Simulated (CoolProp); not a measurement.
Vapour-liquid equilibrium of R22 (1) + benzene (2) at 305.5 K; x and y are mole fractions of (1).

Computed with CoolProp (multi-fluid Helmholtz-energy mixture model, Kamei 1995 and Thol 2012; pair parameters Bell 2016).

```json
[
 {"x": "0.05", "bubble pressure, mixture model (MPa)": "0.09131", "bubble pressure, Raoult's law (MPa)": "0.08009", "y, mixture model": "0.810", "y, Raoult's law": "0.791"},
 {"x": "0.15", "bubble pressure, mixture model (MPa)": "0.2179", "bubble pressure, Raoult's law (MPa)": "0.2050", "y, mixture model": "0.924", "y, Raoult's law": "0.927"},
 {"x": "0.25", "bubble pressure, mixture model (MPa)": "0.3297", "bubble pressure, Raoult's law (MPa)": "0.3299", "y, mixture model": "0.952", "y, Raoult's law": "0.960"},
 {"x": "0.35", "bubble pressure, mixture model (MPa)": "0.4368", "bubble pressure, Raoult's law (MPa)": "0.4548", "y, mixture model": "0.966", "y, Raoult's law": "0.975"},
 {"x": "0.45", "bubble pressure, mixture model (MPa)": "0.5456", "bubble pressure, Raoult's law (MPa)": "0.5796", "y, mixture model": "0.976", "y, Raoult's law": "0.983"},
 {"x": "0.55", "bubble pressure, mixture model (MPa)": "0.6596", "bubble pressure, Raoult's law (MPa)": "0.7045", "y, mixture model": "0.982", "y, Raoult's law": "0.989"},
 {"x": "0.65", "bubble pressure, mixture model (MPa)": "0.7807", "bubble pressure, Raoult's law (MPa)": "0.8294", "y, mixture model": "0.987", "y, Raoult's law": "0.993"},
 {"x": "0.75", "bubble pressure, mixture model (MPa)": "0.9092", "bubble pressure, Raoult's law (MPa)": "0.9543", "y, mixture model": "0.991", "y, Raoult's law": "0.995"},
 {"x": "0.85", "bubble pressure, mixture model (MPa)": "1.045", "bubble pressure, Raoult's law (MPa)": "1.079", "y, mixture model": "0.995", "y, Raoult's law": "0.998"},
 {"x": "0.95", "bubble pressure, mixture model (MPa)": "1.189", "bubble pressure, Raoult's law (MPa)": "1.204", "y, mixture model": "0.998", "y, Raoult's law": "0.999"}
]
```

The largest gap from Raoult's law is +14.0 % in bubble pressure, at x = 0.05. No azeotrope shows between x = 0.05 and 0.95.

Pair parameters are fitted to limited data, so mixtures are less certain than the pure fluids. The gap from Raoult's law changes sign with composition, which may be real or a fault of the pair parameters; it wasn't checked against measurements.
